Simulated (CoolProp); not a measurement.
Properties of n-dodecane along the isotherm 346.85 °C.

Computed with CoolProp (reference Helmholtz-energy equation of state, Lemmon 2004). It is a short technical equation, of lower accuracy than the large ones.

| p (MPa) | phase | density (kg/m³) |
|---|---|---|
| 0.0606 | gas | 2.037 |
| 0.121 | gas | ? |
| 0.182 | gas | 6.346 |
| 0.242 | gas | 8.600 |
| 0.303 | gas | ? |
| 0.364 | gas | 13.48 |
| 0.424 | gas | 16.05 |
| 0.485 | gas | 18.79 |
| 0.545 | gas | ? |
| 0.606 | gas | 24.69 |
| 0.666 | gas | 27.89 |
| 0.727 | gas | 31.36 |
| 0.788 | gas | 35.10 |
| 0.848 | gas | 39.10 |
| 0.909 | gas | ? |

Q: Some entries are withheld; supply them.

A: 
- 0.121, density (kg/m³): 4.141
- 0.303, density (kg/m³): 10.99
- 0.545, density (kg/m³): 21.64
- 0.909, density (kg/m³): 43.56
